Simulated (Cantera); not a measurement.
Input: 1 mol Si2Cl6, 33 mol N2, at 948 K and 8.50 Pa.

These are equilibrium values from Cantera (NASA tables, ideal gas, pure condensed phases), not measurements of a reactor. Candidate condensed phases: Si, Si3N4; 13 gas species. The feed counts by its element totals alone. N2 is the only nitrogen source here; it is nearly inert below about 1500 K, so the nitride shown seldom forms there in practice. The tables' values for SiCl3 are old estimates; treat these amounts as uncertain. The numbers say what is thermodynamically allowed, not how fast it happens.

Base state: N2 0.956, SiCl4 0.0438, SiCl3 0.000145, SiCl2 1.62e-5 (mole fractions); condensed: Si3N4(s).

What changes in the equilibrium state with this change: Si2Cl6 replaced by trisilylamine?


```csv
species,before,after
N2,0.956,0.875
H2,0,0.125
SiCl4,0.0438,0
SiCl3,0.000145,0
SiCl2,1.62e-5,0
"Si3N4(s), mol",0.166,1.00
```
